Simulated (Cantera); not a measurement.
A freely propagating, adiabatic, planar premixed flame of 11.7 % CH3OH, 14.6 % O2, 53.9 % N2, 19.8 % H2O, unburnt at 473 K and 1.00 bar; mixture-averaged transport, grid criteria slope 0.08 and curve 0.16, no radiation.

Detailed kinetics in Cantera: GRI-Mech 3.0 (53 species, 325 reactions). GRI-Mech 3.0 was tuned for natural gas; its chemistry of methanol as a main component is partial and can be far from experiment. Burning velocities carry a grid error of a few per cent, more on coarse grids.

Question: Predict: laminar burning velocity; thermal thickness; peak x(H); peak x(C2H); peak x(C2H2).

Answer: 
```
Property                      Value
------------------------  ---------
laminar burning velocity  66.1 cm/s
thermal thickness          0.368 mm
peak x(H)                   0.00840
peak x(C2H)                   <1e-8
peak x(C2H2)                7.55e-7
```
